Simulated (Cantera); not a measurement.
Charge: 1 mol Si3N4, 0.0031 mol Si, 0.81 mol H2, equilibrated at 77.0 mbar.

These are equilibrium values from Cantera (NASA tables, ideal gas, pure condensed phases), not measurements of a reactor. Candidate condensed phases: Si, Si3N4; 31 gas species. Ions and electrons are included (thermal ionisation). The tables' values for SiN are old estimates; treat these amounts as uncertain. Gases not in the tables: Si2H6 and higher silanes. The numbers say what is thermodynamically allowed, not how fast it happens.

log p: log10 of the partial pressure in bar; nothing condenses.

```json
[
 {"T (°C)": "2727", "log p Si": "-1.45", "log p N2": "-1.61", "log p H": "-1.97", "log p N": "-5.66", "log p H2": "-2.34"},
 {"T (°C)": "2977", "log p Si": "-1.45", "log p N2": "-1.62", "log p H": "-1.82", "log p N": "-5.02", "log p H2": "-2.66"},
 {"T (°C)": "3227", "log p Si": "-1.46", "log p N2": "-1.63", "log p H": "-1.76", "log p N": "-4.47", "log p H2": "-3.07"},
 {"T (°C)": "3477", "log p Si": "-1.46", "log p N2": "-1.63", "log p H": "-1.74", "log p N": "…", "log p H2": "…"},
 {"T (°C)": "3727", "log p Si": "-1.46", "log p N2": "-1.64", "log p H": "-1.73", "log p N": "…", "log p H2": "…"},
 {"T (°C)": "3977", "log p Si": "-1.46", "log p N2": "-1.64", "log p H": "-1.73", "log p N": "-3.20", "log p H2": "-4.22"},
 {"T (°C)": "4227", "log p Si": "-1.46", "log p N2": "-1.65", "log p H": "-1.73", "log p N": "-2.87", "log p H2": "-4.54"},
 {"T (°C)": "4477", "log p Si": "-1.47", "log p N2": "-1.67", "log p H": "-1.73", "log p N": "-2.58", "log p H2": "-4.83"},
 {"T (°C)": "4727", "log p Si": "-1.48", "log p N2": "-1.70", "log p H": "-1.74", "log p N": "-2.33", "log p H2": "-5.10"}
]
```

Question: Fill in the missing entries.

Answer: 
- 3477, log p N: -3.99
- 3477, log p H2: -3.48
- 3727, log p N: -3.57
- 3727, log p H2: -3.87
